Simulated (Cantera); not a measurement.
A perfectly stirred reactor is fed with 0.916 % CH₄, 0.552 % O₂, 98.5 % N₂, equivalence ratio 3.3, at 1.00 bar; it is held at 1425 K, and followed from long to short residence time.

Computed with Cantera and GRI-Mech 3.0 (53 species, 325 reactions).

Question: Predict: x(CH₄) at τ = 1.10 s; x(O₂) at τ = 1.10 s; x(HO₂) at τ = 1.10 s; x(OH) at τ = 1.10 s; x(H₂) at τ = 1.10 s; x(CH₄) at τ = 54.0 ms; x(O₂) at τ = 54.0 ms; x(HO₂) at τ = 54.0 ms; x(OH) at τ = 54.0 ms; x(H₂) at τ = 54.0 ms.

Answer: 
```
Quantity                 Result
---------------------  --------
x(CH₄) at τ = 1.10 s    0.00312
x(O₂) at τ = 1.10 s    0.000527
x(HO₂) at τ = 1.10 s    2.47e-8
x(OH) at τ = 1.10 s     5.15e-8
x(H₂) at τ = 1.10 s     0.00516
x(CH₄) at τ = 54.0 ms   0.00758
x(O₂) at τ = 54.0 ms    0.00470
x(HO₂) at τ = 54.0 ms   1.29e-7
x(OH) at τ = 54.0 ms    6.78e-8
x(H₂) at τ = 54.0 ms    0.00106
```
